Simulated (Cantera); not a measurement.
A freely propagating, adiabatic, planar premixed flame of H2 : O2 : N2 = 1 : 0.417 : 1.57 (molar parts), equivalence ratio 1.2, unburnt at 350 K and 75.0 Torr; mixture-averaged transport, grid criteria slope 0.08 and curve 0.16, no radiation.

Cantera simulation using the H2/O2 subset of GRI-Mech 3.0, which has no nitrogen chemistry; the numbers are that mechanism's predictions, not measurements. Burning velocities carry a grid error of a few per cent, more on coarse grids.

What does this change do: N2 1.57 to 2 parts?


| quantity | before | after |
|---|---|---|
| laminar burning velocity | 264 cm/s | 213 cm/s |
| thermal thickness | 8.03 mm | 8.48 mm |
| peak x(HO2) | 0.000100 | 8.71e-5 |
| peak x(H) | 0.0969 | 0.0787 |
| peak x(H2O2) | 2.51e-5 | 2.30e-5 |
